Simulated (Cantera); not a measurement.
An isothermal, constant-pressure homogeneous reactor starts with CH4 : H2O = 1 : 4.9 (molar parts), at 1450 K and 6.60 bar.

Cantera simulation using GRI-Mech 3.0 (53 species, 325 reactions); the numbers are that mechanism's predictions, not measurements.

One state of this run: x CH4 = 0.00769; x H2O = 0.469; x O = <1e-12; x CH2CO = 2.09e-8; x C2H = <1e-12; x C2H2 = 9.29e-6; x O2 = <1e-12. x: mole fraction; the columns are a selection and need not sum to one.

Question: Which value of t (s) does it belong to?
A. 0.200
B. 0.000796
C. 200
D. 0.0502

Answer: C, 200
